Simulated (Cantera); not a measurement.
**Equilibrium for chemical vapour transport: MgO + HI + H₂**

A closed system holds: 1 mol MgO, 1.8 mol HI, 3.1 mol H₂, at 1275 K and 5400 Pa.

Equilibrium computed with Cantera from the NASA thermochemical tables; the gas is ideal and each condensed phase is pure. Candidate condensed phases: H₂O, I₂, Mg, MgI₂, MgO, Mg(OH)₂; 20 gas species. Equilibrium is a limit: real reactors are often held back by kinetics, nucleation or transport.

- x(H₂): 0.656
- x(HI): 0.218
- x(I): 0.106
- x(H₂O): 0.00829
- x(MgI₂): 0.00829
- x(I₂): 0.00358
- x(H): 2.57e-6
- x(MgI): 1.43e-6
- n(MgO(s)): 0.957 mol
- gas amount: 5.174 mol
- log10 activity of MgI₂(l) (absent): -3.45
- log10 activity of I₂(l) (absent): -5.94
- log10 activity of Mg(l) (absent): -9.74
